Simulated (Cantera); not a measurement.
Charge: 1 mol Si3N4, 0.64 mol H2O, 220 mol N2, held at 1673.15 K and 1 atm.

Equilibrium computed with Cantera from the NASA thermochemical tables; the gas is ideal and each condensed phase is pure. Candidate condensed phases: H2O, Si, SiO2, Si2N2O, Si3N4; 35 gas species. Mutual solubility and eutectic melting of coexisting phases are not modelled. The numbers say what is thermodynamically allowed, not how fast it happens.

Base state: N2 0.997, H2 0.00289 (mole fractions); condensed: Si2N2O(s) + Si3N4(s).

Problem. What changes in the equilibrium state with this change: H2O from 0.64 to 0.34 mol?

Solution. 
```json
[
 {"species": "N2", "before": "0.997", "after": "0.998"},
 {"species": "H2", "before": "0.00289", "after": "0.00154"},
 {"species": "Si2N2O(s), mol", "before": "0.639", "after": "0.339"},
 {"species": "Si3N4(s), mol", "before": "0.574", "after": "0.774"}
]
```
